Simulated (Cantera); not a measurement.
A perfectly stirred reactor is fed with 5.31 % CH4, 0.313 % CO, 26.9 % O2, 67.4 % N2, at 0.830 bar; it is adiabatic with a 575 K inlet, and is followed from long to short residence time, starting on the burning branch (τ in s: 0.14, 0.057, 0.024, 0.0097, 0.004, 0.0017, 0.00069, 0.00029, 0.00012, 4.9e-05, 2e-05, 8.5e-06).

Detailed kinetics in Cantera: GRI-Mech 3.0 (53 species, 325 reactions).

Predict: blow-out, bracketed by the residence times tried; x(CH4) at τ = 0.140 s; x(CO) at τ = 0.140 s; x(O2) at τ = 0.140 s; x(H2O) at τ = 0.140 s; x(N2O) at τ = 0.140 s; x(CH4) at τ = 0.690 ms; x(CO) at τ = 0.690 ms; x(O2) at τ = 0.690 ms; x(H2O) at τ = 0.690 ms; x(N2O) at τ = 0.690 ms.


```
Item                                                                             Value
------------------------------------------------  ------------------------------------
blow-out, bracketed by the residence times tried  burning at 0.290 ms, out at 0.120 ms
x(CH4) at τ = 0.140 s                                                          8.47e-6
x(CO) at τ = 0.140 s                                                          0.000217
x(O2) at τ = 0.140 s                                                             0.161
x(H2O) at τ = 0.140 s                                                            0.106
x(N2O) at τ = 0.140 s                                                          4.01e-7
x(CH4) at τ = 0.690 ms                                                        0.000305
x(CO) at τ = 0.690 ms                                                          0.00769
x(O2) at τ = 0.690 ms                                                            0.163
x(H2O) at τ = 0.690 ms                                                           0.101
x(N2O) at τ = 0.690 ms                                                         4.47e-7
```
